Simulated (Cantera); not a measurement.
Charge: 1 mol SiH2Cl2, a varied amount of NH3, 15 mol H2, at 875 K and 0.00220 bar.

Method: chemical equilibrium by Gibbs-energy minimisation in Cantera with the NASA 1993 tables (ideal gas, pure condensed phases). Candidate condensed phases: NH4Cl, Si, Si3N4; 28 gas species. The tables' values for SiCl3 are old estimates; treat these amounts as uncertain. Kinetics and transport are ignored.

x: gas mole fraction; n: condensed amount in mol.

```tsv
n(NH3) (mol)	x H2	x N2	x HCl	x SiCl4	x SiHCl3	x SiCl3	n Si(s)	n Si3N4(s)
0.24	0.961	1.21e-11	0.0113	0.0232	0.00433	0.000260	0.346	0.0600
0.36	0.961	1.21e-11	0.0112	0.0229	0.00429	0.000258	0.257	0.0900
0.55	0.962	1.21e-11	0.0112	0.0225	0.00423	0.000254	0.115	0.138
0.83	0.950	4.66e-9	0.0290	0.0196	(withheld)	8.50e-5	0	0.207
1.3	0.899	0.000317	0.0985	0.00176	(withheld)	2.18e-6	0	0.322
1.9	0.887	0.0142	0.0988	0.000145	(withheld)	1.78e-7	0	0.332
2.9	0.874	0.0354	0.0901	5.61e-5	(withheld)	7.49e-8	0	0.333
4.4	0.859	0.0610	0.0795	2.44e-5	(withheld)	3.67e-8	0	0.333
6.6	0.843	0.0892	0.0677	1.04e-5	(withheld)	1.81e-8	0	0.333
10	0.826	0.119	0.0550	3.89e-6	(withheld)	8.27e-9	0	0.333
15	0.809	0.147	0.0432	1.33e-6	(withheld)	3.57e-9	0	0.333
23	0.794	0.174	0.0321	3.78e-7	(withheld)	1.35e-9	0	0.333
35	0.782	0.195	0.0232	9.81e-8	(withheld)	4.83e-10	0	0.333
```

Some entries are withheld; supply them.


- 0.83, x SiHCl3: 0.00141
- 1.3, x SiHCl3: 3.51e-5
- 1.9, x SiHCl3: 2.84e-6
- 2.9, x SiHCl3: 1.19e-6
- 4.4, x SiHCl3: 5.78e-7
- 6.6, x SiHCl3: 2.82e-7
- 10, x SiHCl3: 1.28e-7
- 15, x SiHCl3: 5.46e-8
- 23, x SiHCl3: 2.05e-8
- 35, x SiHCl3: 7.25e-9
